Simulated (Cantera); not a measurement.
A freely propagating, adiabatic, planar premixed flame of CO : H₂ : CH₄ : O₂ : N₂ = 1 : 0.13 : 0.052 : 0.515 : 1.44 (molar parts), unburnt at 600 K and 1000000 Pa; mixture-averaged transport, grid criteria slope 0.08 and curve 0.16, no radiation.

Model: GRI-Mech 3.0 (53 species, 325 reactions), integrated in Cantera. Burning velocities carry a grid error of a few per cent, more on coarse grids.

x: mole fraction of selected species; z is measured from the peak of heat release.

| z (mm) | T (K) | u (m/s) | x CO | x H₂ | x CH₄ | x H₂O₂ | x CH₃ | x O₂ |
|---|---|---|---|---|---|---|---|---|
| -0.105 | 600 | 2.02 | 0.319 | 0.0413 | 0.0166 | <1e-8 | <1e-8 | 0.164 |
| -0.0701 | 600 | 2.02 | 0.319 | 0.0408 | 0.0166 | 4.61e-8 | <1e-8 | 0.164 |
| -0.0526 | 601 | 2.02 | 0.319 | 0.0398 | 0.0166 | 4.66e-7 | <1e-8 | 0.164 |
| -0.0350 | 607 | 2.04 | 0.320 | 0.0373 | 0.0166 | 4.14e-6 | 4.79e-8 | 0.165 |
| -0.0175 | (withheld) | 2.39 | 0.319 | 0.0296 | 0.0155 | 7.97e-5 | 5.12e-6 | 0.161 |
| -0.00876 | (withheld) | 3.58 | 0.306 | 0.0221 | 0.0111 | 0.000143 | 0.000110 | 0.142 |
| 0 | (withheld) | 5.19 | 0.274 | 0.0139 | 0.00312 | 8.49e-6 | 0.000255 | 0.102 |
| 0.00876 | (withheld) | 6.12 | 0.232 | 0.00843 | 0.000190 | 1.79e-6 | 3.96e-5 | 0.0657 |
| 0.0175 | (withheld) | 6.58 | 0.200 | 0.00733 | 4.84e-6 | 1.13e-6 | 1.62e-6 | 0.0464 |
| 0.0350 | 2296 | 7.06 | 0.170 | 0.00760 | <1e-8 | 6.89e-7 | <1e-8 | 0.0316 |
| 0.0701 | 2479 | 7.52 | 0.153 | 0.00711 | <1e-8 | 4.53e-7 | <1e-8 | 0.0227 |
| 0.140 | 2623 | 7.87 | 0.140 | 0.00624 | <1e-8 | 3.36e-7 | <1e-8 | 0.0160 |
| 0.280 | 2718 | 8.10 | 0.131 | 0.00563 | <1e-8 | 2.83e-7 | <1e-8 | 0.0110 |

Task: What belongs in the gaps?

Result: 
- -0.0175, T (K): 717
- -0.00876, T (K): 1082
- 0, T (K): 1594
- 0.00876, T (K): 1916
- 0.0175, T (K): 2097
